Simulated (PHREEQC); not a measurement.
0.03 g of hydrous ferric oxide (600 m²/g; 0.2 weak and 0.005 strong sites per Fe, Dzombak-Morel constants, diffuse double layer) in 1 kg of water with 0.3 mol/kgw of an inert sodium salt and 0.0012 mmol/kgw Na2SO4, 0.04 mmol/kgw H3BO3 and 0.11 mmol/kgw ZnCl2, at 25 °C; the pH is set by adding NaOH or the inert anion's acid. Oxygen alone is held at its pressure in air (log pO2 = -0.68). CO2 from the air is kept out. Precipitation was switched off in this run.

The numbers come from PHREEQC with the ion-association model, wateq4f.dat.

| pH | S sorbed (%) | B sorbed (%) | Zn sorbed (%) |
|---|---|---|---|
| 3 | 38.3 | 0.0 | 0.0 |
| 3.5 | 37.8 | 0.0 | 0.0 |
| 4 | 35.4 | 0.0 | 0.0 |
| 5 | ? | 0.0 | 0.2 |
| 5.5 | 9.7 | 0.0 | ? |
| 6 | ? | 0.0 | ? |
| 6.5 | 1.2 | 0.0 | 4.2 |
| 7.5 | ? | 0.0 | 23.5 |
| 8 | 0.2 | 0.0 | 31.7 |
| 8.5 | 0.1 | 0.0 | 35.3 |
| 9 | 0.0 | 0.0 | 34.5 |
| 10 | 0.0 | 0.0 | ? |
| 10.5 | 0.0 | 0.0 | 25.9 |
| 11 | 0.0 | 0.0 | 21.5 |

Complete the blanks.


- 5, S sorbed (%): 19.6
- 5.5, Zn sorbed (%): 0.8
- 6, S sorbed (%): 3.7
- 6, Zn sorbed (%): 1.8
- 7.5, S sorbed (%): 0.3
- 10, Zn sorbed (%): 29.1

Along this series the solution becomes supersaturated in solids that the run did not let form, among them Zn(OH)2-e. Complexes and solids missing from the database can't appear. The oxide is taken as insoluble; below pH 4 it would dissolve.
